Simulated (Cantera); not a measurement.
Mixture: H₂ : O₂ : N₂ = 1 : 0.568 : 2.14 (molar parts), equivalence ratio 0.88, at 5.20 bar, adiabatic and at constant volume. Ignition delay is the time to a rise of 400 K.

Detailed kinetics in Cantera: GRI-Mech 3.0 (53 species, 325 reactions). The hydrogen kinetics of GRI-Mech 3.0 are dated; newer H2 mechanisms differ, most at raised pressure. Where the delays flatten at high temperature, the 400 K rule measures the pace of heat release, not the induction time.

**Question.** Predict: delay at 1200 K; delay at 1300 K; delay at 1400 K; delay at 1500 K; delay at 1600 K.

**Answer.** 
- delay at 1200 K = 15.3 µs
- delay at 1300 K = 6.27 µs
- delay at 1400 K = 3.75 µs
- delay at 1500 K = 2.59 µs
- delay at 1600 K = 1.94 µs
